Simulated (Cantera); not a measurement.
Source: NASA polynomial tables (part measured, part estimated), evaluated in Cantera. Values are per mole of reaction as written; species without (g) are pure solids or liquids, kept so even where they would boil at 1 bar. TaC: taken at fixed stoichiometry.

2 HCN(g) + 3 Ta + CH4(g) → 3 TaC + 2 NH3(g)

| T (K) | ΔH° (kJ) | ΔS° (J/K) | ΔG° (kJ) | log10 K |
|---|---|---|---|---|
| 873 | -715.3 | -194.7 | -545.4 | 32.63 |
| 948 | -714.8 | -194.0 | -530.8 | 29.25 |
| 1023 | -714.2 | -193.4 | -516.3 | 26.36 |
| 1098 | [?] | [?] | [?] | [?] |
| 1173 | -713.0 | -192.3 | -487.4 | 21.70 |
| 1248 | [?] | [?] | [?] | [?] |
| 1323 | -711.8 | -191.4 | -458.6 | 18.11 |
| 1398 | -711.1 | -190.9 | -444.2 | 16.60 |

Q: Fill in the missing entries.

A: 
- 1098, ΔH° (kJ): -713.6
- 1098, ΔS° (J/K): -192.9
- 1098, ΔG° (kJ): -501.8
- 1098, log10 K: 23.87
- 1248, ΔH° (kJ): -712.4
- 1248, ΔS° (J/K): -191.8
- 1248, ΔG° (kJ): -473.0
- 1248, log10 K: 19.79
